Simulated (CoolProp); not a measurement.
c-C4F8 (RC318) along the isotherm 443.2 K: Z from the reference equation and from simpler models built on Tc = 388.4 K, pc = 2778 kPa, ω = 0.355; each cubic takes its own stable root.

The numbers come from the reference Helmholtz-energy equation of state, Platzer 1990 in CoolProp. This equation is an older, rougher fit; its heat capacities, sound speeds and derivatives of the liquid may be far off and weren't checked against measurements.

```json
[
 {"p (kPa)": "22", "phase": "gas", "reference": "0.9984", "van der Waals": "0.9983", "Redlich-Kwong": "0.9982", "Soave-Redlich-Kwong": "0.9983"},
 {"p (kPa)": "32.2", "phase": "gas", "reference": "0.9976", "van der Waals": "0.9975", "Redlich-Kwong": "0.9973", "Soave-Redlich-Kwong": "0.9976"},
 {"p (kPa)": "47.3", "phase": "gas", "reference": "0.9965", "van der Waals": "0.9963", "Redlich-Kwong": "0.9961", "Soave-Redlich-Kwong": "0.9964"},
 {"p (kPa)": "69.4", "phase": "gas", "reference": "0.9948", "van der Waals": "0.9946", "Redlich-Kwong": "0.9942", "Soave-Redlich-Kwong": "0.9948"},
 {"p (kPa)": "102", "phase": "gas", "reference": "0.9924", "van der Waals": "0.9921", "Redlich-Kwong": "0.9915", "Soave-Redlich-Kwong": "0.9923"},
 {"p (kPa)": "150", "phase": "gas", "reference": "0.9888", "van der Waals": "0.9883", "Redlich-Kwong": "0.9874", "Soave-Redlich-Kwong": "0.9887"},
 {"p (kPa)": "220", "phase": "gas", "reference": "0.9835", "van der Waals": "0.9828", "Redlich-Kwong": "0.9815", "Soave-Redlich-Kwong": "0.9834"},
 {"p (kPa)": "322", "phase": "gas", "reference": "0.9758", "van der Waals": "0.9747", "Redlich-Kwong": "0.9728", "Soave-Redlich-Kwong": "0.9756"},
 {"p (kPa)": "473", "phase": "gas", "reference": "0.9643", "van der Waals": "0.9624", "Redlich-Kwong": "?", "Soave-Redlich-Kwong": "0.9640"},
 {"p (kPa)": "694", "phase": "gas", "reference": "0.9471", "van der Waals": "0.9441", "Redlich-Kwong": "0.9406", "Soave-Redlich-Kwong": "0.9469"},
 {"p (kPa)": "1020", "phase": "gas", "reference": "?", "van der Waals": "0.9161", "Redlich-Kwong": "0.9114", "Soave-Redlich-Kwong": "?"},
 {"p (kPa)": "1500", "phase": "gas", "reference": "0.8815", "van der Waals": "?", "Redlich-Kwong": "0.8669", "Soave-Redlich-Kwong": "0.8825"},
 {"p (kPa)": "2200", "phase": "gas", "reference": "0.8206", "van der Waals": "0.8012", "Redlich-Kwong": "0.7978", "Soave-Redlich-Kwong": "0.8241"},
 {"p (kPa)": "3220", "phase": "supercritical", "reference": "0.7252", "van der Waals": "0.6756", "Redlich-Kwong": "0.6875", "Soave-Redlich-Kwong": "?"},
 {"p (kPa)": "4730", "phase": "supercritical", "reference": "0.5823", "van der Waals": "0.4884", "Redlich-Kwong": "0.5283", "Soave-Redlich-Kwong": "0.6162"},
 {"p (kPa)": "6940", "phase": "supercritical", "reference": "0.5046", "van der Waals": "0.5347", "Redlich-Kwong": "0.4986", "Soave-Redlich-Kwong": "0.5644"}
]
```

Problem. Some entries are withheld; supply them.

Solution. 
- 473, Redlich-Kwong: 0.9599
- 1020, reference: 0.9211
- 1020, Soave-Redlich-Kwong: 0.9212
- 1500, van der Waals: 0.8722
- 3220, Soave-Redlich-Kwong: 0.7359
